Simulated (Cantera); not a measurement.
A freely propagating, adiabatic, planar premixed flame of CO : H2 : O2 : N2 = 1 : 0.15 : 0.479 : 1.8 (molar parts), equivalence ratio 1.2, unburnt at 648 K and 10.0 bar; mixture-averaged transport, grid criteria slope 0.08 and curve 0.16, no radiation.

Detailed kinetics in Cantera: GRI-Mech 3.0 (53 species, 325 reactions). The hydrogen kinetics of GRI-Mech 3.0 are dated; newer H2 mechanisms differ, most at raised pressure. Burning velocities carry a grid error of a few per cent, more on coarse grids.

**Question.** What does this change do: inlet temperature 648 to 475 K?

**Answer.** 
| quantity | before | after |
|---|---|---|
| laminar burning velocity | 163 cm/s | 90.0 cm/s |
| thermal thickness | 0.0510 mm | 0.0504 mm |
| peak x(OH) | 0.00697 | 0.00592 |
| peak x(O) | 0.00875 | 0.00686 |
